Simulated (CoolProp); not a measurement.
Vapour pressure (MPa) of normal hydrogen: the reference equation beside estimates from Tc = 33.1 K, pc = 1.296 MPa, ω = -0.219. Clausius-Clapeyron is anchored at 25.7 K with a constant enthalpy of vaporisation of 0.8051 kJ/mol.

The numbers come from the reference Helmholtz-energy equation of state, Leachman 2009 in CoolProp.

```csv
T (K),reference,Lee-Kesler,Clausius-Clapeyron,Soave-Redlich-Kwong
21.7,0.1471,0.1472,0.1852,0.1439
23,0.2044,0.2046,0.2384,0.2036
24.4,0.2821,0.2822,0.3035,0.2848
25.7,0.3710,0.3709,0.3710,0.3775
27.1,0.4869,0.4866,0.4507,0.4976
28.4,0.6154,0.6149,0.5308,0.6295
29.8,0.7787,0.7783,0.6230,0.7948
31.2,0.9711,0.9712,0.7208,0.9859
32.5,1.180,1.181,0.8160,1.187
```

Absolute difference from the reference over all 9 rows, mean and median: Lee-Kesler 0.1 and 0.1 %, Clausius-Clapeyron 16.4 and 16.6 %, Soave-Redlich-Kwong 1.5 and 1.8 %.
